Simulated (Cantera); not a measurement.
An isothermal, constant-pressure homogeneous reactor starts with 100 % N2O, at 1425 K and 0.190 bar.

Cantera simulation using GRI-Mech 3.0 (53 species, 325 reactions); the numbers are that mechanism's predictions, not measurements. GRI-Mech 3.0 was tuned for natural gas; its chemistry of N2O as a main component is partial and can be far from experiment. The temperature is held fixed by assumption; the heat of reaction is taken as removed at once.

x: mole fraction; the columns are a selection and need not sum to one.

```csv
t (s),x N2O,x O2,x NO,x N2,x NO2
7.00e-5,1.000,8.91e-5,4.73e-5,0.000235,4.14e-10
0.000286,0.998,0.000443,0.000235,0.00104,1.01e-8
0.00117,0.993,0.00188,0.000999,0.00430,1.71e-7
0.00476,0.971,0.00765,0.00406,0.0174,2.25e-6
0.0194,0.888,0.0295,0.0156,0.0669,1.74e-5
0.0794,0.632,0.0971,0.0511,0.220,7.11e-5
0.324,[?],[?],[?],[?],[?]
1.32,0.00821,0.266,0.128,0.597,0.000261
5.40,5.72e-6,0.269,0.128,0.603,0.000428
22.0,4.72e-6,0.269,0.128,0.603,0.000427
90.0,4.61e-6,0.270,0.126,0.604,0.000423
```

Question: Fill in the missing entries.

Answer: 
- 0.324, x N2O: 0.198
- 0.324, x O2: 0.212
- 0.324, x NO: 0.109
- 0.324, x N2: 0.480
- 0.324, x NO2: 0.000168
